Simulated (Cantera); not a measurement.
Cantera run, input and output.

```python
import numpy as np
import cantera as ct

gas = ct.Solution("SiF4_NH3_mec.yaml", "gas")
gas.TPX = 1700, 100000, {'NH3': 1, 'N2': 6.9}
reactor = ct.IdealGasConstPressureReactor(gas, energy="off", clone=False)
net = ct.ReactorNet([reactor])
net.rtol, net.atol = 1e-08, 1e-18
show = ['NH3', 'NH', 'N2H4', 'N2', 'H']
times = np.geomspace(0.0002, 5, 10)

steps = ct.SolutionArray(gas, extra=["t"])
rows = []
print(f"{'t/s':>10s}{'T/K':>9s}{'P/Pa':>11s}" + "".join(f"{s:>11s}" for s in show))
for t in times:
    while net.time < t:
        t_next = net.step()
        steps.append(gas.state, t=t_next)
    rows.append([np.interp(t, steps.t, y) for y in (steps.T, steps.P, *steps(*show).X.T)])
    print(f"{t:10.3e}{rows[-1][0]:9.1f}{rows[-1][1]:11.4g}" + "".join(f"{x:11.3e}" for x in rows[-1][2:]))
rate = np.gradient(steps.T, steps.t)
print("integrator steps:", len(steps.t))
if steps.T.max() > steps.T[0] + 200:
    print(f"time of steepest temperature rise: {steps.t[rate.argmax()]:.4e} s")
gas.TPX = 1700, 100000, {'NH3': 1, 'N2': 6.9}
gas.equilibrate("TP")
print(f"equilibrium (TP): T = {gas.T:.1f} K  " + "  ".join(f"{s} {gas[s].X[0]:.3e}" for s in show))
```

Result:

```
       t/s      T/K       P/Pa        NH3         NH       N2H4         N2          H
 2.000e-04   1700.0      1e+05  1.266e-01  1.068e-08  1.043e-09  8.734e-01  1.985e-08
 6.162e-04   1700.0      1e+05  1.265e-01  9.069e-08  9.392e-09  8.734e-01  2.715e-08
 1.898e-03   1700.0      1e+05  1.264e-01  3.005e-07  4.699e-08  8.734e-01  7.605e-08
 5.848e-03   1700.0      1e+05  1.261e-01  3.816e-07  5.986e-08  8.733e-01  2.058e-07
 1.802e-02   1700.0      1e+05  1.251e-01  4.409e-07  5.584e-08  8.729e-01  5.612e-07
 5.550e-02   1700.0      1e+05  1.219e-01  5.493e-07  4.798e-08  8.719e-01  1.565e-06
 1.710e-01   1700.0      1e+05  1.129e-01  6.513e-07  3.719e-08  8.689e-01  4.288e-06
 5.268e-01   1700.0      1e+05  9.070e-02  6.450e-07  2.400e-08  8.615e-01  1.118e-05
 1.623e+00   1700.0      1e+05  5.245e-02  4.860e-07  9.560e-09  8.488e-01  2.516e-05
 5.000e+00   1700.0      1e+05  1.814e-02  2.415e-07  1.590e-09  8.375e-01  4.338e-05
integrator steps: 1113
equilibrium (TP): T = 1700.0 K  NH3 2.272e-06  NH 4.434e-11  N2H4 3.616e-17  N2 8.314e-01  H 6.088e-05
```

Model: the gas-phase N/H chemistry of the illustrative SiF4/NH3 mechanism in the Surface Chemkin manual (1991), integrated in Cantera. Walls and surfaces, which speed up NH3 decomposition in real reactors, are not modelled.
